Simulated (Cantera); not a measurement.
An adiabatic, constant-pressure homogeneous reactor starts with 16.2 % CO, 16.2 % H2, 0.746 % CH4, 13.6 % O2, 51.2 % N2, 1.95 % H2O, equivalence ratio 1.3, at 1400 K and 0.310 bar.

Computed with Cantera and GRI-Mech 3.0 (53 species, 325 reactions).

Predict: time of steepest temperature rise; temperature at 8.00 s; equilibrium temperature; x(CO) at 8.00 s; x(H2) at 8.00 s; x(HCO) at 8.00 s.

time of steepest temperature rise: 75.5 µs
temperature at 8.00 s: 2677 K
equilibrium temperature: 2677 K
x(CO) at 8.00 s: 0.104 (gas-phase equilibrium 0.104)
x(H2) at 8.00 s: 0.0317 (gas-phase equilibrium 0.0317)
x(HCO) at 8.00 s: 5.99e-8 (gas-phase equilibrium 5.99e-8)
